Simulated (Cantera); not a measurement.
Feed: 1 mol Si2Cl6, 4.6 mol NH3, 0.12 mol H2, held at 1127 °C and 0.100 bar.

These are equilibrium values from Cantera (NASA tables, ideal gas, pure condensed phases), not measurements of a reactor. Candidate condensed phases: NH4Cl, Si, Si3N4; 28 gas species. The feed counts by its element totals alone. The tables' values for SiCl3 are old estimates; treat these amounts as uncertain. Kinetics and transport are ignored.

Base state: H2 0.439, HCl 0.403, N2 0.116, SiCl4 0.0265, SiCl2 0.00682, SiCl3 0.00652, SiHCl3 0.00204, SiH2Cl2 2.37e-5 (mole fractions); condensed: Si3N4(s).

Q: What changes in the equilibrium state with this change: temperature from 1127 °C to 552 °C?

A: 
```csv
species,before,after
H2,0.439,0.490
HCl,0.403,0.322
N2,0.116,0.129
SiCl4,0.0265,0.0586
SiCl2,0.00682,<1e-9
SiCl3,0.00652,5.63e-7
H,1.02e-5,<1e-9
SiH2Cl2,2.37e-5,1.75e-8
"Si3N4(s), mol",0.514,0.456
```

Q: What changes in the equilibrium state with this change: temperature from 1127 °C to 1400 °C?

A: 
```tsv
species	before	after
H2	0.439	0.460
HCl	0.403	0.275
N2	0.116	0.155
SiCl2	0.00682	0.0946
SiCl4	0.0265	0.00275
SiCl3	0.00652	0.0112
SiCl	1.80e-8	1.67e-5
H	1.02e-5	0.000244
Cl	7.70e-6	0.000114
Si3N4(s), mol	0.514	0.238
```
The tables' values for SiCl3, SiCl are old estimates; treat these amounts as uncertain.
